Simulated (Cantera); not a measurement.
Mixture: CH4 : H2 : O2 : N2 = 1 : 0.036 : 3.42 : 9.23 (molar parts), at 1.88 atm, adiabatic and at constant pressure. Ignition delay is the time to a rise of 400 K.

Cantera simulation using GRI-Mech 3.0 (53 species, 325 reactions); the numbers are that mechanism's predictions, not measurements.

Problem. What does this change do: pressure from 1.88 atm to 0.987 atm?

Solution. 
```json
[
 {"quantity": "delay at 1200 K", "before": "9.97 ms", "after": "17.6 ms"},
 {"quantity": "delay at 1400 K", "before": "1.01 ms", "after": "1.66 ms"},
 {"quantity": "delay at 1600 K", "before": "0.171 ms", "after": "0.293 ms"},
 {"quantity": "delay at 1800 K", "before": "46.6 µs", "after": "83.6 µs"},
 {"quantity": "apparent activation energy between 1700 and 1900 K", "before": "150 kJ/mol", "after": "150 kJ/mol"}
]
```
